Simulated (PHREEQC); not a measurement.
Make-up at 40 °C: 1.6 mmol/kgw AgF, 0.55 mmol/kgw NaCl, 76 mmol/kgw Cu(NO3)2 and 19 mmol/kgw KOH. Closed to the air; pH follows from the charge balance.

The numbers come from PHREEQC with the ion-association model, wateq4f.dat.

This is a speciation only: nothing precipitates in the calculation.

**Question.** Estimate the pH, ionic strength.

**Answer.** pH 5.35; ionic strength 0.219 mol/kgw.

**Question.** In which forms is F present?

**Answer.** F- 74 %, CuF+ 25 % of the F.

Examples of supersaturated solids here: Cerargyrite, Cu2(OH)3NO3. Others may be too. Complexes and solids missing from the database can't appear. Constants without temperature data keep their 25 °C values here.
